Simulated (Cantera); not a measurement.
Cantera with NASA thermochemical tables; ideal gases at 1 bar, condensed phases pure. Values are per mole of reaction as written; species without (g) are pure solids or liquids, kept so even where they would boil at 1 bar. TiC: taken at fixed stoichiometry.

### Question
Between 425 and 1225 K, where is each reaction favourable under standard conditions?
- 4 TiC + 2 CH3(g) = 3 C2H2(g) + 4 Ti

### Answer
- 4 TiC + 2 CH3(g) = 3 C2H2(g) + 4 Ti: ΔG° is 1025 kJ at 425 K and 824 kJ at 1225 K; it stays positive (K < 1). ΔH° is 1151 kJ and ΔS° 267 J/K at 1225 K.
